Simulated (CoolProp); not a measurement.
Computed with CoolProp (reference Helmholtz-energy equation of state, Lemmon 2013).

Task: For propylene, give the phase and the cv (kJ/(kg K)), speed of sound (m/s), Joule-Thomson coefficient (K/MPa), isothermal compressibility (1/MPa) at -22.95 °C and 388 kPa; -6.95 °C and 388 kPa; 48.85 °C and 388 kPa.

Result: 
- -22.95 °C and 388 kPa: liquid; cv 1.41, speed of sound 1030, Joule-Thomson coefficient -0.313, isothermal compressibility 0.00267
- -6.95 °C and 388 kPa: gas; cv 1.27, speed of sound 232, Joule-Thomson coefficient 26.2, isothermal compressibility 2.84
- 48.85 °C and 388 kPa: gas; cv 1.44, speed of sound 260, Joule-Thomson coefficient 14.1, isothermal compressibility 2.70
